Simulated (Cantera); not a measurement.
A freely propagating, adiabatic, planar premixed flame of 12.8 % CH4, 18.3 % O2, 68.8 % N2, equivalence ratio 1.4, unburnt at 575 K and 0.132 atm; mixture-averaged transport, grid criteria slope 0.08 and curve 0.16, no radiation.

Model: GRI-Mech 3.0 (53 species, 325 reactions), integrated in Cantera. Burning velocities carry a grid error of a few per cent, more on coarse grids.

x: mole fraction of selected species; z is measured from the peak of heat release.

```tsv
z (mm)	T (K)	u (m/s)	x CH4	x O2	x CH2O	x N2O	x NO2	x CH2CO
-7.52	575	1.13	0.128	0.183	1.85e-7	<1e-8	<1e-8	<1e-8
-5.01	579	1.15	0.127	0.182	4.50e-6	<1e-8	<1e-8	3.15e-8
-3.76	591	1.18	0.125	0.180	1.92e-5	<1e-8	<1e-8	1.99e-7
-2.51	681	1.38	0.116	0.172	0.000132	<1e-8	[?]	3.85e-6
-1.25	1111	2.31	0.0789	0.133	0.000805	<1e-8	[?]	7.85e-5
-0.627	1488	3.14	0.0427	0.0893	0.00114	<1e-8	[?]	0.000214
0	1817	3.89	0.0125	0.0436	0.000670	<1e-8	<1e-8	0.000196
0.627	1984	4.26	0.00194	0.0166	0.000202	<1e-8	<1e-8	5.24e-5
1.25	2036	4.37	0.000222	0.00601	3.80e-5	<1e-8	<1e-8	7.80e-6
2.51	2055	4.40	3.20e-6	0.00140	9.06e-7	<1e-8	<1e-8	2.63e-7
5.01	2062	4.40	<1e-8	0.000816	<1e-8	<1e-8	<1e-8	<1e-8
10.0	2069	4.41	<1e-8	0.000735	<1e-8	<1e-8	<1e-8	<1e-8
20.1	2079	4.43	<1e-8	0.000632	<1e-8	<1e-8	<1e-8	<1e-8
```

Task: Some entries are withheld; supply them.

Result: 
- -2.51, x NO2: 1.56e-8
- -1.25, x NO2: 1.43e-8
- -0.627, x NO2: 1.19e-8
